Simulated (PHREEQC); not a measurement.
Make-up at 25 °C: 0.26 mol NaH2PO4 and 0.0013 mol CsBr per kg of water. Closed to the air; pH follows from the charge balance.

The numbers come from PHREEQC with the ion-association model, wateq4f.dat.

```
quantity                  before  after
------------------------  ------  -----
pH                          4.37   5.91
ionic strength (mol/kgw)   0.262  0.312
```

Name the change that produced these shifts.
(A) NaH2PO4 from 0.26 to 0.13 mol/kgw
(B) 0.02 mol/kgw Ca(OH)2 added
(C) NaH2PO4 left out
(D) CsBr from 0.0013 to 0.00013 mol/kgw
(E) temperature from 25 to 80 °C

B, 0.02 mol/kgw Ca(OH)2 added

This is a speciation only: nothing precipitates in the calculation. Some of these states are supersaturated (in Hydroxyapatite, for instance). H3PO4, which wateq4f.dat lacks, is added to it with the constant of phreeqc.dat.
